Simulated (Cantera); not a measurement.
# Thermodynamics of sublimation and decomposition of ceramics, feed Si₃N₄ + Si + N₂

Input: 1 mol Si₃N₄, 0.018 mol Si, 4.4 mol N₂, equilibrated at 62.0 Pa.

Method: chemical equilibrium by Gibbs-energy minimisation in Cantera with the NASA 1993 tables (ideal gas, pure condensed phases). Candidate condensed phases: Si, Si₃N₄; 7 gas species. The tables' values for SiN are old estimates; treat these amounts as uncertain. Equilibrium is a limit: real reactors are often held back by kinetics, nucleation or transport.

| T (K) | x N₂ | x Si | x Si₂ | x SiN | x Si₂N | x Si₃ | n Si₃N₄(s) | n Si(s) | n Si(l) |
|---|---|---|---|---|---|---|---|---|---|
| 1573 | 1.000 | 3.98e-5 | 3.75e-8 | 9.46e-7 | 6.92e-7 | 3.50e-9 | 1.01 | 0 | 0 |
| 1673 | 0.999 | 0.000674 | 2.59e-6 | 1.11e-5 | 2.00e-5 | 6.40e-7 | 0 | 3.01 | 0 |
| 1773 | 0.996 | 0.00344 | 1.91e-5 | 4.10e-5 | 6.80e-5 | 4.62e-6 | 0 | 0 | 2.99 |
| 1873 | 0.985 | 0.0142 | 0.000106 | 0.000127 | 0.000188 | 2.43e-5 | 0 | 0 | 2.92 |
| 1973 | 0.948 | 0.0509 | 0.000494 | 0.000343 | 0.000462 | 0.000107 | 0 | 0 | 2.66 |
| 2073 | 0.835 | 0.161 | 0.00197 | 0.000805 | 0.000990 | 0.000409 | 0 | 0 | 1.73 |
| 2173 | 0.683 | 0.312 | 0.00323 | 0.00114 | 0.000881 | 0.000437 | 0 | 0 | 0 |
| 2273 | 0.681 | 0.316 | 0.00156 | 0.000955 | 0.000267 | 7.92e-5 | 0 | 0 | 0 |
| 2373 | 0.680 | 0.318 | 0.000788 | 0.000806 | 8.83e-5 | 1.62e-5 | 0 | 0 | 0 |
| 2473 | 0.680 | 0.319 | 0.000418 | 0.000688 | 3.17e-5 | 3.73e-6 | 0 | 0 | 0 |
| 2573 | 0.680 | 0.320 | 0.000233 | 0.000594 | 1.23e-5 | 9.60e-7 | 0 | 0 | 0 |
| 2673 | 0.680 | 0.320 | 0.000135 | 0.000518 | 5.13e-6 | 2.73e-7 | 0 | 0 | 0 |
x: gas mole fraction; n: condensed amount in mol.

At 1573 K the condensed part is Si₃N₄(s). At 1673 K the condensed part is Si(s). From 1773 K to 2073 K the condensed part is Si(l). From 2173 K to 2673 K nothing is condensed. The main Si-bearing gas is Si throughout.
